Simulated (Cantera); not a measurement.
What does this Cantera script print?

```python
import numpy as np
import cantera as ct

gas = ct.Solution("gri30.yaml")
gas.TPX = 1100, 660000, {'CH4': 1, 'CO': 0.5, 'O2': 4.5, 'N2': 16.9}
reactor = ct.IdealGasReactor(gas, energy="on", clone=False)
net = ct.ReactorNet([reactor])
net.rtol, net.atol = 1e-08, 1e-16
show = ['CH4', 'CO', 'O2', 'C2H', 'N2O']
times = np.geomspace(1e-06, 7, 11)

steps = ct.SolutionArray(gas, extra=["t"])
rows = []
print(f"{'t/s':>10s}{'T/K':>9s}{'P/Pa':>11s}" + "".join(f"{s:>11s}" for s in show))
for t in times:
    while net.time < t:
        t_next = net.step()
        steps.append(gas.state, t=t_next)
    rows.append([np.interp(t, steps.t, y) for y in (steps.T, steps.P, *steps(*show).X.T)])
    print(f"{t:10.3e}{rows[-1][0]:9.1f}{rows[-1][1]:11.4g}" + "".join(f"{x:11.3e}" for x in rows[-1][2:]))
rate = np.gradient(steps.T, steps.t)
print("integrator steps:", len(steps.t))
if steps.T.max() > steps.T[0] + 200:
    print(f"time of steepest temperature rise: {steps.t[rate.argmax()]:.4e} s")
gas.TPX = 1100, 660000, {'CH4': 1, 'CO': 0.5, 'O2': 4.5, 'N2': 16.9}
gas.equilibrate("UV")
print(f"equilibrium (UV): T = {gas.T:.1f} K  " + "  ".join(f"{s} {gas[s].X[0]:.3e}" for s in show))
```

It prints:

```
       t/s      T/K       P/Pa        CH4         CO         O2        C2H        N2O
 1.000e-06   1100.0    6.6e+05  4.367e-02  2.183e-02  1.965e-01  5.850e-36  4.248e-16
 4.836e-06   1100.0    6.6e+05  4.367e-02  2.183e-02  1.965e-01  2.439e-34  3.119e-15
 2.339e-05   1100.0    6.6e+05  4.367e-02  2.183e-02  1.965e-01  8.462e-33  1.725e-14
 1.131e-04   1100.0    6.6e+05  4.367e-02  2.183e-02  1.965e-01  1.023e-30  1.062e-13
 5.471e-04   1100.0    6.6e+05  4.367e-02  2.183e-02  1.965e-01  7.292e-27  9.596e-13
 2.646e-03   1100.2  6.601e+05  4.365e-02  2.183e-02  1.965e-01  2.434e-23  1.148e-11
 1.280e-02   1102.2  6.613e+05  4.345e-02  2.181e-02  1.963e-01  2.014e-20  1.356e-10
 6.188e-02   2405.5  1.431e+06  2.296e-19  1.243e-03  9.226e-02  8.360e-26  2.529e-06
 2.993e-01   2405.4  1.431e+06  2.292e-19  1.242e-03  9.224e-02  8.330e-26  2.529e-06
 1.447e+00   2405.4  1.431e+06  2.292e-19  1.242e-03  9.224e-02  8.330e-26  2.529e-06
 7.000e+00   2405.4  1.431e+06  2.292e-19  1.242e-03  9.224e-02  8.330e-26  2.529e-06
integrator steps: 2364
time of steepest temperature rise: 2.8263e-02 s
equilibrium (UV): T = 2405.4 K  CH4 3.408e-19  CO 1.242e-03  O2 9.224e-02  C2H 9.359e-26  N2O 2.529e-06
```

Detailed kinetics in Cantera: GRI-Mech 3.0 (53 species, 325 reactions).
